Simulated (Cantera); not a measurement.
An adiabatic, constant-pressure homogeneous reactor starts with H2 : O2 : N2 = 1 : 1.56 : 5.88 (molar parts), equivalence ratio 0.32, at 1575 K and 7500 Torr. Integrator tolerance rtol = 1e-08.

Computed with Cantera and GRI-Mech 3.0 (53 species, 325 reactions). The hydrogen kinetics of GRI-Mech 3.0 are dated; newer H2 mechanisms differ, most at raised pressure.

**Question.** What does this change do: H2 1 to 0.75 parts?

**Answer.** 
```json
[
 {"quantity": "time of steepest temperature rise", "before": "1.38 µs", "after": "1.53 µs"},
 {"quantity": "temperature at 8.00 s", "before": "2345 K", "after": "2180 K"},
 {"quantity": "equilibrium temperature", "before": "2345 K", "after": "2180 K"},
 {"quantity": "x(H2) at 8.00 s", "before": "0.000296 (gas-phase equilibrium 0.000296)", "after": "7.95e-5 (gas-phase equilibrium 7.95e-5)"},
 {"quantity": "x(O2) at 8.00 s", "before": "0.125 (gas-phase equilibrium 0.125)", "after": "0.146 (gas-phase equilibrium 0.146)"},
 {"quantity": "x(H) at 8.00 s", "before": "6.67e-5 (gas-phase equilibrium 6.67e-5)", "after": "1.43e-5 (gas-phase equilibrium 1.43e-5)"},
 {"quantity": "x(NO) at 8.00 s", "before": "0.0129 (gas-phase equilibrium 0.0129)", "after": "0.00983 (gas-phase equilibrium 0.00983)"},
 {"quantity": "x(H2O2) at 8.00 s", "before": "6.81e-7 (gas-phase equilibrium 6.81e-7)", "after": "3.68e-7 (gas-phase equilibrium 3.68e-7)"},
 {"quantity": "x(N2O) at 8.00 s", "before": "2.18e-6 (gas-phase equilibrium 2.18e-6)", "after": "1.68e-6 (gas-phase equilibrium 1.68e-6)"}
]
```

**Question.** What does this change do: H2 1 to 0.35 parts?

**Answer.** 
| quantity | before | after |
|---|---|---|
| time of steepest temperature rise | 1.38 µs | 2.18 µs |
| temperature at 8.00 s | 2345 K | 1878 K |
| equilibrium temperature | 2345 K | 1877 K |
| x(H2) at 8.00 s | 0.000296 (gas-phase equilibrium 0.000296) | 3.73e-6 (gas-phase equilibrium 3.69e-6) |
| x(O2) at 8.00 s | 0.125 (gas-phase equilibrium 0.125) | 0.180 (gas-phase equilibrium 0.179) |
| x(H) at 8.00 s | 6.67e-5 (gas-phase equilibrium 6.67e-5) | 4.14e-7 (gas-phase equilibrium 4.07e-7) |
| x(NO) at 8.00 s | 0.0129 (gas-phase equilibrium 0.0129) | 0.00432 (gas-phase equilibrium 0.00490) |
| x(H2O2) at 8.00 s | 6.81e-7 (gas-phase equilibrium 6.81e-7) | 7.42e-8 (gas-phase equilibrium 7.38e-8) |
| x(N2O) at 8.00 s | 2.18e-6 (gas-phase equilibrium 2.18e-6) | 8.73e-7 (gas-phase equilibrium 8.71e-7) |
